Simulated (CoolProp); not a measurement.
Vapour-liquid equilibrium of propane (1) + sulfur dioxide (2) at 304.5 K; x and y are mole fractions of (1).

The numbers come from the multi-fluid Helmholtz-energy mixture model, Lemmon 2009 and Gao 2016; pair parameters Bell 2016 in CoolProp.

```tsv
x	bubble pressure, mixture model (bar)	bubble pressure, Raoult's law (bar)	y, mixture model	y, Raoult's law
0.05	8.367	5.141	0.420	0.108
0.15	11.53	5.774	(withheld)	0.290
0.25	(withheld)	6.407	(withheld)	0.435
0.35	(withheld)	7.040	0.630	0.554
0.45	(withheld)	7.673	0.637	0.654
0.55	(withheld)	8.305	0.650	0.739
0.65	12.91	8.938	0.677	0.811
0.75	(withheld)	9.571	0.721	0.874
0.85	12.59	10.20	0.794	0.929
0.95	11.80	10.84	0.912	0.978
```

Complete the blanks.


- 0.15, y, mixture model: 0.586
- 0.25, bubble pressure, mixture model (bar): 12.37
- 0.25, y, mixture model: 0.620
- 0.35, bubble pressure, mixture model (bar): 12.56
- 0.45, bubble pressure, mixture model (bar): 12.67
- 0.55, bubble pressure, mixture model (bar): 12.80
- 0.75, bubble pressure, mixture model (bar): 12.89

The largest gap from Raoult's law is +99.7 % in bubble pressure, at x = 0.15. y crosses x between x = 0.65 and 0.75: the model has an azeotrope there.

The pair parameters rest on a limited set of measurements; away from them the model extrapolates. With so large a gap from Raoult's law the liquid may split in two, which this calculation doesn't test in full.
